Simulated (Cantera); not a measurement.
## Thermodynamics of halide evaporation, hydrolysis and transport, feed NaCl + N₂

Input: 1 mol NaCl, 84 mol N₂, held at 0.0960 bar.

These are equilibrium values from Cantera (NASA tables, ideal gas, pure condensed phases), not measurements of a reactor. Candidate condensed phases: Na, NaCl; 8 gas species. Equilibrium is a limit: real reactors are often held back by kinetics, nucleation or transport.

```csv
T (K),x N₂,x NaCl,x Na₂Cl₂,x Na,x Cl,x Cl₂,n NaCl(s)
1048,0.997,0.00209,0.000901,2.34e-9,2.34e-9,<1e-12,0.672
1148,0.990,0.00807,0.00186,3.66e-8,3.65e-8,1.78e-11,0
1248,0.989,0.0106,0.000610,2.39e-7,2.39e-7,9.34e-11,0
1348,0.988,0.0114,0.000176,1.10e-6,1.10e-6,3.29e-10,0
1448,0.988,0.0117,5.48e-5,4.00e-6,4.00e-6,9.27e-10,0
1548,0.988,0.0117,1.95e-5,1.23e-5,1.22e-5,2.26e-9,0
1648,0.988,0.0117,7.79e-6,3.27e-5,3.27e-5,4.90e-9,0
1748,0.988,0.0117,3.45e-6,7.81e-5,7.81e-5,9.71e-9,0
```
x: gas mole fraction; n: condensed amount in mol.

At 1048 K the condensed part is NaCl(s). From 1148 K to 1748 K nothing is condensed. The main Na-bearing gas is NaCl throughout.
